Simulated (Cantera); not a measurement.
A perfectly stirred reactor is fed with CH4 : C2H6 : O2 : N2 = 1 : 0.19 : 1.78 : 6.68 (molar parts), at 11300 Torr; it is adiabatic with a 650 K inlet, and is followed from long to short residence time, starting on the burning branch (τ in s: 0.04, 0.013, 0.004, 0.0012, 0.00039, 0.00012, 3.8e-05, 1.2e-05, 3.7e-06).

Computed with Cantera and GRI-Mech 3.0 (53 species, 325 reactions). The pressure lies above the range GRI-Mech 3.0 was tuned for (to about 10 atm).

**Question.** What does this change do: inlet temperature 650 to 575 K?

**Answer.** 
```
quantity                                                                       before                                after
------------------------------------------------  -----------------------------------  -----------------------------------
blow-out, bracketed by the residence times tried  burning at 0.120 ms, out at 38.0 µs  burning at 0.120 ms, out at 38.0 µs
x(CH4) at τ = 40.0 ms                                                        0.000304                             0.000585
x(C2H6) at τ = 40.0 ms                                                        9.74e-8                              1.85e-7
x(O2) at τ = 40.0 ms                                                          3.69e-5                              5.31e-5
x(C2H4) at τ = 40.0 ms                                                        4.84e-7                              1.26e-6
x(HCO) at τ = 40.0 ms                                                         1.37e-7                              1.11e-7
x(CH4) at τ = 0.390 ms                                                        0.00491                              0.00642
x(C2H6) at τ = 0.390 ms                                                       1.87e-5                              3.23e-5
x(O2) at τ = 0.390 ms                                                         0.00266                              0.00364
x(C2H4) at τ = 0.390 ms                                                      0.000121                             0.000197
x(HCO) at τ = 0.390 ms                                                        6.46e-7                              5.83e-7
```
